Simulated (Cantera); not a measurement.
A Cantera script and its output.

```python
import numpy as np
import cantera as ct

gas = ct.Solution("h2o2.yaml")
gas.TPX = 700, 17000, {'H2': 1, 'O2': 0.455, 'N2': 1.71}
flame = ct.FreeFlame(gas, width=0.14)
flame.set_refine_criteria(ratio=3, slope=0.08, curve=0.16)
flame.transport_model = "mixture-averaged"
flame.solve(loglevel=0, auto=True)
z, T = flame.grid, flame.T
thick = (T[-1] - T[0]) / np.gradient(T, z).max()
show = ['H2', 'O2', 'HO2', 'OH', 'H2O2', 'O']
print(f"laminar burning velocity  {flame.velocity[0] * 100:.3f} cm/s")
print(f"burnt temperature         {T[-1]:.1f} K")
print(f"thermal thickness         {thick * 1e3:.4f} mm")
print(f"grid points               {len(z)}")
z0 = z[flame.heat_release_rate.argmax()]
print(f"{'z/mm':>9s}{'T/K':>9s}{'u/(m/s)':>9s}" + "".join(f"{s:>11s}" for s in show))
rows = []
for k in (-3, -2, -1.5, -1, -0.5, -0.25, 0, 0.25, 0.5, 1, 2, 4, 8):
    zz = z0 + k * thick
    rows.append([k * thick, np.interp(zz, z, T), np.interp(zz, z, flame.velocity),
                 *(np.interp(zz, z, flame.X[gas.species_index(s)]) for s in show)])
    print(f"{rows[-1][0] * 1e3:9.3f}{rows[-1][1]:9.1f}{rows[-1][2]:9.3f}" + "".join(f"{x:11.3e}" for x in rows[-1][3:]))
```

Output:

```
laminar burning velocity  887.770 cm/s
burnt temperature         2496.4 K
thermal thickness         5.2296 mm
grid points               128
     z/mm      T/K  u/(m/s)         H2         O2        HO2         OH       H2O2          O
  -15.689    700.0    8.878  3.160e-01  1.438e-01  1.650e-11  1.389e-16  4.131e-13  1.232e-15
  -10.459    700.0    8.878  3.160e-01  1.438e-01  8.126e-11  7.042e-14  4.204e-13  6.034e-13
   -7.844    700.0    8.878  3.160e-01  1.438e-01  2.294e-09  4.265e-12  5.298e-13  3.452e-11
   -5.230    700.0    8.878  3.160e-01  1.438e-01  3.735e-07  1.336e-09  4.277e-11  8.924e-09
   -2.615    704.3    8.927  3.150e-01  1.437e-01  4.139e-05  1.495e-05  1.680e-07  1.042e-05
   -1.307    789.6    9.940  2.963e-01  1.403e-01  3.424e-05  2.630e-04  3.192e-07  3.759e-04
    0.000   1152.0   14.114  1.509e-01  8.830e-02  1.636e-05  3.860e-03  8.645e-07  8.704e-03
    1.307   1423.4   17.191  6.012e-02  3.388e-02  5.759e-06  9.197e-03  8.863e-07  1.593e-02
    2.615   1541.8   18.476  5.810e-02  2.855e-02  4.222e-06  1.170e-02  6.614e-07  1.615e-02
    5.230   1684.1   19.976  6.100e-02  2.559e-02  3.199e-06  1.458e-02  3.912e-07  1.523e-02
   10.459   1843.9   21.608  6.268e-02  2.232e-02  2.356e-06  1.739e-02  2.054e-07  1.343e-02
   20.918   2012.2   23.269  6.241e-02  1.877e-02  1.711e-06  1.949e-02  1.102e-07  1.095e-02
   41.837   2179.0   24.860  6.000e-02  1.508e-02  1.306e-06  2.028e-02  6.791e-08  8.160e-03
```

Detailed kinetics in Cantera: the H2/O2 subset of GRI-Mech 3.0, which has no nitrogen chemistry. Burning velocities carry a grid error of a few per cent, more on coarse grids.
